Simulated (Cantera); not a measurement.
# Pyrogenic steam for wet oxidation

An isothermal, constant-pressure homogeneous reactor starts with H2 : O2 : N2 = 1.7 : 1 : 4.1 (molar parts), equivalence ratio 0.85, at 1275 K and 100.0 Torr.

Cantera simulation using GRI-Mech 3.0 (53 species, 325 reactions); the numbers are that mechanism's predictions, not measurements. The temperature is held fixed by assumption; the heat of reaction is taken as removed at once.

```
t (s)         x H2    x O2    x N2O       x H     x NO    x H2O      x OH
--------  --------  ------  -------  --------  -------  -------  --------
2.00e-5      0.250   0.147   <1e-12   4.28e-8   <1e-12  2.34e-8   3.74e-9
4.85e-5      0.250   0.147   <1e-12   3.86e-7   <1e-12  3.87e-7   3.59e-8
0.000118     0.250   0.147   <1e-12   4.62e-5   <1e-12  5.38e-5   4.33e-6
0.000285    0.0461  0.0608  5.86e-9     0.109  1.29e-6    0.148   0.00698
0.000691    0.0287  0.0461  9.75e-9    0.0634  1.10e-5    0.203   0.00566
0.00168     0.0169  0.0348  1.26e-8    0.0204  1.66e-5    0.249   0.00375
0.00406    0.00616  0.0279  1.85e-8   0.00361  1.80e-5    0.275   0.00200
0.00985    0.00139  0.0256  2.89e-8  0.000348  1.82e-5    0.283  0.000884
0.0239    0.000237  0.0252  3.94e-8   2.39e-5  1.82e-5    0.285  0.000359
0.0579     4.28e-5  0.0252  4.56e-8   1.88e-6  1.82e-5    0.286  0.000155
0.140      9.77e-6  0.0252  4.81e-8   2.14e-7  1.82e-5    0.286   7.60e-5
0.340      2.83e-6  0.0252  4.72e-8   3.45e-8  1.82e-5    0.286   4.16e-5
0.825      9.91e-7  0.0252  4.12e-8   7.30e-9  1.82e-5    0.286   2.49e-5
2.00       4.37e-7  0.0252  2.81e-8   2.15e-9  1.82e-5    0.286   1.65e-5
```
x: mole fraction; the columns are a selection and need not sum to one.

Equilibrium at this temperature and pressure: H2 2.74e-7, O2 0.0252, N2O 2.50e-9, H 1.06e-9, NO 0.000109, H2O 0.286, OH 1.29e-5 (gas phase only).
